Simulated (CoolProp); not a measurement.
Vapour-liquid equilibrium of R113 (1) + benzene (2) at 435.3 K; x and y are mole fractions of (1).

Computed with CoolProp (multi-fluid Helmholtz-energy mixture model, Marx 1992 and Thol 2012; pair parameters Bell 2016).

```json
[
 {"x": "0.05", "bubble pressure (MPa)": "0.8069", "y at the bubble point": "0.115", "dew pressure at overall composition x (MPa)": "0.7682", "liquid density (mol/L)": "8.941"},
 {"x": "0.2", "bubble pressure (MPa)": "0.9720", "y at the bubble point": "0.348", "dew pressure at overall composition x (MPa)": "0.8625", "liquid density (mol/L)": "8.402"},
 {"x": "0.35", "bubble pressure (MPa)": "1.103", "y at the bubble point": "0.503", "dew pressure at overall composition x (MPa)": "0.9738", "liquid density (mol/L)": "7.904"},
 {"x": "0.5", "bubble pressure (MPa)": "1.213", "y at the bubble point": "0.627", "dew pressure at overall composition x (MPa)": "1.100", "liquid density (mol/L)": "7.444"},
 {"x": "0.65", "bubble pressure (MPa)": "1.311", "y at the bubble point": "0.739", "dew pressure at overall composition x (MPa)": "1.233", "liquid density (mol/L)": "7.019"},
 {"x": "0.8", "bubble pressure (MPa)": "1.401", "y at the bubble point": "0.849", "dew pressure at overall composition x (MPa)": "1.362", "liquid density (mol/L)": "6.627"},
 {"x": "0.95", "bubble pressure (MPa)": "1.484", "y at the bubble point": "0.961", "dew pressure at overall composition x (MPa)": "1.476", "liquid density (mol/L)": "6.266"}
]
```

No azeotrope shows between x = 0.05 and 0.95.

Pair parameters are fitted to limited data, so mixtures are less certain than the pure fluids.
